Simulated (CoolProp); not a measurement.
Toluene along the isobar 4.93 bar: density (kg/m³) from the reference equation and from simpler models built on Tc = 591.7 K, pc = 41.26 bar, ω = 0.266; each cubic takes its own stable root.

Computed with CoolProp (reference Helmholtz-energy equation of state, Lemmon 2006). It is a short technical equation, of lower accuracy than the large ones.

```
T (K)  phase  reference
-----  -----  ---------
474.5    gas      12.79
485.7    gas      12.38
496.9    gas      12.00
508.1    gas      11.65
519.3    gas      11.33
530.5    gas      11.03
541.7    gas      10.75
552.9    gas      10.48
564.1    gas      10.23
575.2    gas      9.995
586.4    gas      9.771
597.6    gas      9.559
608.8    gas      9.356
620      gas      9.164
```

How far does each simpler model (ideal gas, van der Waals, Redlich-Kwong, Soave-Redlich-Kwong, Peng-Robinson) lie from the reference over these 14 states: mean and median of the absolute difference, and the worst?


- ideal gas: mean 6.3 %, median 5.9 %, worst -10.0 % at 474.5 K and 4.93 bar
- van der Waals: mean 1.8 %, median 1.6 %, worst -3.9 % at 474.5 K and 4.93 bar
- Redlich-Kwong: mean 0.8 %, median 0.7 %, worst -2.0 % at 474.5 K and 4.93 bar
- Soave-Redlich-Kwong: mean 0.6 %, median 0.5 %, worst -1.3 % at 474.5 K and 4.93 bar
- Peng-Robinson: mean 0.2 %, median 0.1 %, worst -0.7 % at 474.5 K and 4.93 bar
